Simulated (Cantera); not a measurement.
Cantera run:

```python
import numpy as np
import cantera as ct

gas_names = """
    B BN B2 N N2
""".split()
cond_names = """
    B(b) B(L) BN(s)
""".split()


# ... load() reads the species with a 1 bar reference pressure and builds the phases ...
atoms = {
    'BN': {'B': 1, 'N': 1},
    'N2': {'N': 2},
}
top_T = {'BN(s)': 3200}  # K; cautious upper limits of use, not melting points


# ... equilibrate(T, P, feed) seeds the gas with the atoms and calls Mixture.equilibrate('TP', solver="vcs", rtol=1e-11, max_steps=5000) ...
results = []
feed = {'BN': 1, 'N2': 5.6}  # mol
P = 100000  # Pa
for T in [2198, 2248, 2298, 2348, 2398, 2448, 2498, 2548, 2598, 2648, 2698, 2748, 2798]:
    mix = equilibrate(T, P, feed)
    results.append((T, P, feed, dict(zip(mix.species_names, mix.species_moles))))

top = {s: max(r[3][s] / sum(r[3][g] for g in gas_names) for r in results) for s in gas_names}
cols = sorted((s for s in top if top[s] > 0.001), key=lambda s: -top[s])[:5]
seen = [c for c in cond_names if any(r[3].get(c, 0) > 1e-12 for r in results)]
print("log10 of partial pressures in bar; condensed amounts in mol")
print(f"{'T/K':>10s}" + "".join(f"{s[:9]:>10s}" for s in cols + seen))
for T, P, feed, n in results:
    ng = sum(n[g] for g in gas_names)
    print(f"{T:10.4g}" + "".join(f"{np.log10(max(n[s] / ng * P / 1e5, 1e-99)):10.3f}" for s in cols)
          + "".join(f"{n.get(c, 0):10.4g}" for c in seen))
```

Result:

```
log10 of partial pressures in bar; condensed amounts in mol
       T/K        N2         B      B(L)     BN(s)
      2198    -0.000    -6.956         0         1
      2248    -0.000    -6.534         0         1
      2298    -0.000    -6.130         0         1
      2348    -0.000    -5.743         0         1
      2398    -0.000    -5.373         0         1
      2448    -0.000    -5.019         0    0.9999
      2498    -0.000    -4.678         0    0.9998
      2548    -0.000    -4.352         0    0.9997
      2598    -0.000    -4.038         0    0.9993
      2648    -0.000    -3.736         0    0.9987
      2698    -0.000    -3.445         0    0.9974
      2748    -0.000    -3.165         0    0.9952
      2798    -0.001    -2.956    0.9916         0
```

Method: chemical equilibrium by Gibbs-energy minimisation in Cantera with the NASA 1993 tables (ideal gas, pure condensed phases).
